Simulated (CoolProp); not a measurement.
Vapour-liquid equilibrium of C2F6 (R116) (1) + propylene (2) at 8.27 bar; x and y are mole fractions of (1).

Values from CoolProp's multi-fluid Helmholtz-energy mixture model, Lemmon 2006 and Lemmon 2013; pair parameters Bell 2016.

### Question
Give the bubble temperature and the first vapour's composition at x = 0.5, 0.8, 0.95. Is there an azeotrope?

### Answer
x = 0.5: 247.2 K, y = 0.731; x = 0.8: 245.1 K, y = 0.827; x = 0.95: 245.1 K, y = 0.941. y crosses x between x = 0.8 and 0.95: the model has an azeotrope there.

The pair parameters rest on a limited set of measurements; away from them the model extrapolates. With so large a gap from Raoult's law the liquid may split in two, which this calculation doesn't test in full.
